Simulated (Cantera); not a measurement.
A perfectly stirred reactor is fed with H₂ : O₂ = 0.037 : 1 (molar parts), at 10.00 Torr; it is held at 1275 K, and followed from long to short residence time.

Model: the H2/O2 subset of GRI-Mech 3.0, which has no nitrogen chemistry, integrated in Cantera. Radical loss at walls, strong at low pressure, is not modelled. The temperature is held fixed by assumption; the heat of reaction is taken as removed at once.

**Question.** What does this change do: temperature 1275 to 1425 K?

**Answer.** 
```
quantity                 before     after
---------------------  --------  --------
x(H₂) at τ = 5.10 s     4.35e-5   4.47e-5
x(O₂) at τ = 5.10 s       0.962     0.961
x(H) at τ = 5.10 s      4.72e-5   6.33e-5
x(O) at τ = 5.10 s      0.00138   0.00208
x(H₂O) at τ = 5.10 s     0.0358    0.0355
x(H₂) at τ = 96.0 ms   0.000425  0.000380
x(O₂) at τ = 96.0 ms      0.949     0.944
x(H) at τ = 96.0 ms     0.00143   0.00150
x(O) at τ = 96.0 ms      0.0131    0.0171
x(H₂O) at τ = 96.0 ms    0.0337    0.0329
```

**Question.** What does this change do: O2 1 to 0.59 parts?

**Answer.** 
| quantity | before | after |
|---|---|---|
| x(H₂) at τ = 5.10 s | 4.35e-5 | 7.02e-5 |
| x(O₂) at τ = 5.10 s | 0.962 | 0.937 |
| x(H) at τ = 5.10 s | 4.72e-5 | 6.62e-5 |
| x(O) at τ = 5.10 s | 0.00138 | 0.00143 |
| x(H₂O) at τ = 5.10 s | 0.0358 | 0.0601 |
| x(H₂) at τ = 96.0 ms | 0.000425 | 0.000732 |
| x(O₂) at τ = 96.0 ms | 0.949 | 0.921 |
| x(H) at τ = 96.0 ms | 0.00143 | 0.00241 |
| x(O) at τ = 96.0 ms | 0.0131 | 0.0155 |
| x(H₂O) at τ = 96.0 ms | 0.0337 | 0.0565 |
